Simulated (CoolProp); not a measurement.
A simple Rankine cycle with n-perfluorohexane: condensing at 319.15 K, boiler at 0.765 MPa, turbine inlet 421.4 K, turbine efficiency 0.9, pump efficiency 0.7, no recuperator. Each further row changes one setting.

Values from CoolProp's reference Helmholtz-energy equation of state, Gao 2022.

```csv
case,thermal efficiency (%),net work (kJ/kg),heat in (kJ/kg),turbine exit temperature (K),volume ratio over the turbine
as stated,?,?,173,392.5,13.3
turbine inlet 441.4 K,10.5,20.4,?,413.0,12.7
condensing temperature 311.15 K,11.9,?,182,389.5,?
boiler pressure 0.535 MPa,9.6,16.9,176,?,8.53
turbine efficiency 0.8,9.8,16.9,173,?,13.4
```

Fill in the missing entries.


- as stated, thermal efficiency (%): 11.0
- as stated, net work (kJ/kg): 19.1
- turbine inlet 441.4 K, heat in (kJ/kg): 194
- condensing temperature 311.15 K, net work (kJ/kg): 21.6
- condensing temperature 311.15 K, volume ratio over the turbine: 18.0
- boiler pressure 0.535 MPa, turbine exit temperature (K): 398.3
- turbine efficiency 0.8, turbine exit temperature (K): 394.8
